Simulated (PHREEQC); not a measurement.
Make-up at 61 °C: 0.01 mol/kgw CaSO4, 0.008 mol/kgw Na2SO4 and 0.12 mol/kgw NaCl. Closed to the air; pH follows from the charge balance.

All values are PHREEQC results (Pitzer model, pitzer.dat), not measurements.

### Question
The ionic strength comes out as 0.184 mol/kgw. What activity coefficients do Ca+2, SO4-2, Cl-, Na+ get?

### Answer
Ca+2 0.22, SO4-2 0.20, Cl- 0.71, Na+ 0.73. Single-ion values are on the MacInnes scale.

No solid was allowed to form. Species that the database lacks are ignored. Away from 25 °C the constants follow the database's enthalpies or fits; those with neither stay at their 25 °C values.
